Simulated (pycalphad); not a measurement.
An equivalent pycalphad script:

```python
from pycalphad import Database, equilibrium, calculate, variables as v
import numpy as np
db = Database('COST507.tdb')
comps = ['C', 'B', 'VA']
phases = ['B4C', 'BETA_RHOMBO_B', 'GRAPHITE', 'LIQUID']
eq = equilibrium(db, comps, phases, {v.X('B'): 0.441, v.T: np.arange(3300, 499, -100), v.P: 101325, v.N: 1}, output=['HM', 'SM'])
```

Computed with pycalphad from the COST 507 light-alloy database (1999), at 1 atm. The data set is of 1999 and partly superseded. Amounts are mole fractions of atoms. Kinetics are ignored, which matters at the lower temperatures.

Results at three of the temperatures:

```
T = 2100.00 K, P = 101325 Pa, N = 1 mol of atoms
G = -65059 J/mol, H = 28661 J/mol, S = 44.63 J/(mol K)  (SER reference)
chemical potentials (J/mol): C -50273, B -83801
phase             fraction       x(C)       x(B)
B4C                 0.5448     0.1980     0.8020
GRAPHITE            0.4552     0.9911     0.0089
```

```
T = 2000.00 K, P = 101325 Pa, N = 1 mol of atoms
G = -60664 J/mol, H = 25869 J/mol, S = 43.27 J/(mol K)  (SER reference)
chemical potentials (J/mol): C -46102, B -79122
phase             fraction       x(C)       x(B)
B4C                 0.5461     0.1984     0.8016
GRAPHITE            0.4539     0.9928     0.0072
```

```
T = 1600.00 K, P = 101325 Pa, N = 1 mol of atoms
G = -44529 J/mol, H = 15054 J/mol, S = 37.24 J/(mol K)  (SER reference)
chemical potentials (J/mol): C -30786, B -61948
phase             fraction       x(C)       x(B)
B4C                 0.5496     0.1995     0.8005
GRAPHITE            0.4504     0.9977     0.0023
```

Changes of the phase set, refined by bisection:

```json
[
 {"T (°C)": "2390.3", "phases above": "graphite + liquid", "phases below": "B4C + graphite"}
]
```

Database names, with the compositions (at.%) that they take in these runs: B4C: B 80 C 20.
